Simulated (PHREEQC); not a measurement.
## Leach liquor

A solution holds 35 mmol/kgw H2SO4, 4.6 mmol/kgw Al2(SO4)3 and 19 mmol/kgw Na2SO4, at 15 °C. Closed to the air; pH follows from the charge balance.

Computed with PHREEQC (ion-association model, wateq4f.dat).

No solid was allowed to form.

### Question
Predict the pH, ionic strength.

### Answer
pH 1.49; ionic strength 0.114 mol/kgw.

### Question
In which forms is S present?

### Answer
HSO4- 45 %, SO4-2 38 %, AlSO4+ 9.3 %, Al(SO4)2- 5.2 %, NaSO4- 2.3 % of the S.
